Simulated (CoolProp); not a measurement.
n-hexane at 298.15 K and 0.00779 MPa flows at 0.1 m/s in a round tube of 1 mm bore and 0.25 µm roughness, fully developed (64/Re and Nu = 3.66 if laminar; Colebrook and Gnielinski if turbulent). Each further row changes one setting.

Computed with CoolProp (reference Helmholtz-energy equation of state, Thol 2019).

```csv
case,Reynolds number,Darcy friction factor,pressure drop (Pa/m),heat-transfer coefficient (W/(m² K)),mass flow (kg/h)
as stated,4.34,14.7,20.1,50.5,7.70e-5
velocity 0.2 m/s,8.69,7.37,40.1,50.5,0.000154
diameter 2 mm,8.69,7.37,5.02,25.3,0.000308
```

Viscosity comes from a separate model (Michailidou 2013). Thermal conductivity comes from a separate model (Assael 2013).
